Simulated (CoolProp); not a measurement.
Vapour-liquid equilibrium of R22 (1) + ethanol (2) at 56.65 °C; x and y are mole fractions of (1).

Computed with CoolProp (multi-fluid Helmholtz-energy mixture model, Kamei 1995 and Schroeder 2014; pair parameters Bell 2016).

```json
[
 {"x": "0.05", "bubble pressure (kPa)": "198.2", "y at the bubble point": "[?]", "dew pressure at overall composition x (kPa)": "42.29", "liquid density (mol/L)": "16.34"},
 {"x": "0.2", "bubble pressure (kPa)": "690.5", "y at the bubble point": "0.944", "dew pressure at overall composition x (kPa)": "50.24", "liquid density (mol/L)": "[?]"},
 {"x": "0.35", "bubble pressure (kPa)": "1117", "y at the bubble point": "0.967", "dew pressure at overall composition x (kPa)": "[?]", "liquid density (mol/L)": "15.62"},
 {"x": "0.5", "bubble pressure (kPa)": "1421", "y at the bubble point": "[?]", "dew pressure at overall composition x (kPa)": "80.33", "liquid density (mol/L)": "15.13"},
 {"x": "0.65", "bubble pressure (kPa)": "[?]", "y at the bubble point": "[?]", "dew pressure at overall composition x (kPa)": "114.5", "liquid density (mol/L)": "14.51"},
 {"x": "0.8", "bubble pressure (kPa)": "1828", "y at the bubble point": "0.985", "dew pressure at overall composition x (kPa)": "199.1", "liquid density (mol/L)": "13.70"},
 {"x": "0.95", "bubble pressure (kPa)": "2116", "y at the bubble point": "0.994", "dew pressure at overall composition x (kPa)": "[?]", "liquid density (mol/L)": "12.60"}
]
```

### Question
Fill in the missing entries.

### Answer

- 0.05, y at the bubble point: 0.799
- 0.2, liquid density (mol/L): 16.02
- 0.35, dew pressure at overall composition x (kPa): 61.84
- 0.5, y at the bubble point: 0.975
- 0.65, bubble pressure (kPa): 1631
- 0.65, y at the bubble point: 0.980
- 0.95, dew pressure at overall composition x (kPa): 765.8

No azeotrope shows between x = 0.05 and 0.95.

Pair parameters are fitted to limited data, so mixtures are less certain than the pure fluids. The gap from Raoult's law changes sign with composition, which may be real or a fault of the pair parameters; it wasn't checked against measurements.
